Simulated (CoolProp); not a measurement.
Carbonyl sulfide at 293.15 K and 0.269 MPa is throttled through a valve to 0.0208 MPa with no heat exchange. Each further row changes one setting.

Computed with CoolProp (reference Helmholtz-energy equation of state, Lemmon 2006). It is a short technical equation, of lower accuracy than the large ones.

| case | temperature change (K) | final density (kg/m³) |
|---|---|---|
| as stated | -5.4 | [?] |
| outlet pressure 0.00624 MPa | [?] | [?] |
| outlet pressure 0.027 MPa | [?] | [?] |

**Question.** Fill in the missing entries.

**Answer.** 
- as stated, final density (kg/m³): 0.524
- outlet pressure 0.00624 MPa, temperature change (K): -5.7
- outlet pressure 0.00624 MPa, final density (kg/m³): 0.157
- outlet pressure 0.027 MPa, temperature change (K): -5.2
- outlet pressure 0.027 MPa, final density (kg/m³): 0.680
